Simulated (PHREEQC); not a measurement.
Solution (25 °C): 0.0037 mol CuCl2, 0.002 mol HNO3 and 0.36 mol NaCl per kg of water. Closed to the air; pH follows from the charge balance.

Computed with PHREEQC (ion-association model, phreeqc.dat).

pH: 2.81
ionic strength: 0.371 mol/kgw
activity of water: 0.988
specific conductance: 34700 µS/cm
density: 1.012 g/cm³
total alkalinity: -2.00 meq/kg

```
species  molality  activity   log γ
-------  --------  --------  ------
Cl-         0.366     0.246  -0.174
Na+         0.360     0.260  -0.141
Cu+2      0.00287  0.000781  -0.565
H+        0.00200   0.00155  -0.111
NO3-      0.00200   0.00128  -0.194
CuCl+    0.000769  0.000517  -0.173
CuCl2     6.26e-5   6.82e-5   0.037
CuCl3-    8.84e-8   5.94e-8  -0.173
CuOH+     7.41e-9   4.98e-9  -0.173
```

Precipitation was switched off in this run. Complexes and solids missing from the database can't appear.
